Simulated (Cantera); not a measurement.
What does this Cantera script print?

```python
import numpy as np
import cantera as ct

gas = ct.Solution("gri30.yaml")
gas.TPX = 1375, 500000, {'CH4': 1, 'H2O': 1.6}
reactor = ct.IdealGasConstPressureReactor(gas, energy="off", clone=False)
net = ct.ReactorNet([reactor])
net.rtol, net.atol = 1e-08, 1e-18
show = ['CH4', 'H2O', 'HCO', 'CH2O', 'CH2CO']
times = np.geomspace(1e-05, 3, 9)

steps = ct.SolutionArray(gas, extra=["t"])
rows = []
print(f"{'t/s':>10s}{'T/K':>9s}{'P/Pa':>11s}" + "".join(f"{s:>11s}" for s in show))
for t in times:
    while net.time < t:
        t_next = net.step()
        steps.append(gas.state, t=t_next)
    rows.append([np.interp(t, steps.t, y) for y in (steps.T, steps.P, *steps(*show).X.T)])
    print(f"{t:10.3e}{rows[-1][0]:9.1f}{rows[-1][1]:11.4g}" + "".join(f"{x:11.3e}" for x in rows[-1][2:]))
rate = np.gradient(steps.T, steps.t)
print("integrator steps:", len(steps.t))
if steps.T.max() > steps.T[0] + 200:
    print(f"time of steepest temperature rise: {steps.t[rate.argmax()]:.4e} s")
gas.TPX = 1375, 500000, {'CH4': 1, 'H2O': 1.6}
gas.equilibrate("TP")
print(f"equilibrium (TP): T = {gas.T:.1f} K  " + "  ".join(f"{s} {gas[s].X[0]:.3e}" for s in show))
```

Output:

```
       t/s      T/K       P/Pa        CH4        H2O        HCO       CH2O      CH2CO
 1.000e-05   1375.0      5e+05  3.846e-01  6.154e-01  1.003e-19  4.361e-13  2.516e-24
 4.838e-05   1375.0      5e+05  3.846e-01  6.154e-01  4.130e-17  4.567e-11  3.816e-20
 2.340e-04   1375.0      5e+05  3.846e-01  6.154e-01  5.402e-15  2.351e-09  2.218e-16
 1.132e-03   1375.0      5e+05  3.845e-01  6.154e-01  6.048e-14  2.366e-08  1.066e-13
 5.477e-03   1375.0      5e+05  3.840e-01  6.154e-01  6.186e-13  1.972e-07  3.421e-11
 2.650e-02   1375.0      5e+05  3.814e-01  6.149e-01  5.863e-12  1.362e-06  1.588e-08
 1.282e-01   1375.0      5e+05  3.673e-01  6.098e-01  8.695e-12  1.803e-06  1.612e-06
 6.201e-01   1375.0      5e+05  3.129e-01  5.867e-01  1.058e-11  1.417e-06  9.471e-06
 3.000e+00   1375.0      5e+05  2.265e-01  5.433e-01  5.512e-11  9.533e-07  1.392e-05
integrator steps: 1113
equilibrium (TP): T = 1375.0 K  CH4 2.929e-04  H2O 1.142e-01  HCO 3.509e-09  CH2O 3.058e-07  CH2CO 5.540e-10
```

Detailed kinetics in Cantera: GRI-Mech 3.0 (53 species, 325 reactions).
